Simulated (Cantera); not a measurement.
Mixture: CH4 : O2 : N2 = 1 : 2.25 : 8.45 (molar parts), equivalence ratio 0.89, at 4.93 atm, adiabatic and at constant pressure. Ignition delay is the time to a rise of 400 K.

Computed with Cantera and GRI-Mech 3.0 (53 species, 325 reactions).

Problem. Predict: delay at 1225 K; delay at 1325 K; delay at 1425 K; delay at 1525 K; delay at 1625 K; apparent activation energy between 1525 and 1625 K.

Solution. 
```
Item                                                     Value
--------------------------------------------------  ----------
delay at 1225 K                                        6.84 ms
delay at 1325 K                                        2.05 ms
delay at 1425 K                                       0.684 ms
delay at 1525 K                                       0.251 ms
delay at 1625 K                                       0.102 ms
apparent activation energy between 1525 and 1625 K  190 kJ/mol
```
